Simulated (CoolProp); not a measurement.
Properties of R22 along the isotherm 281.9 K (Tc = 369.3 K, pc = 49.90 bar, ω = 0.221).

Computed with CoolProp (reference Helmholtz-energy equation of state, Kamei 1995).

```csv
p (bar),phase,cp (kJ/(kg K)),speed of sound (m/s),isothermal compressibility (1/MPa)
6.24,gas,0.7676,163.7,1.858
12.5,liquid,1.191,624.0,0.003601
18.7,liquid,1.186,629.4,0.003517
25,liquid,1.181,634.9,0.003436
31.2,liquid,1.177,640.1,0.003360
37.4,liquid,1.173,645.3,0.003288
43.7,liquid,1.169,650.4,0.003219
49.9,liquid,1.165,655.4,0.003153
56.1,liquid,1.161,660.3,0.003091
62.4,liquid,1.158,665.2,0.003030
68.6,liquid,1.155,669.9,0.002973
74.9,liquid,1.151,674.7,0.002918
```
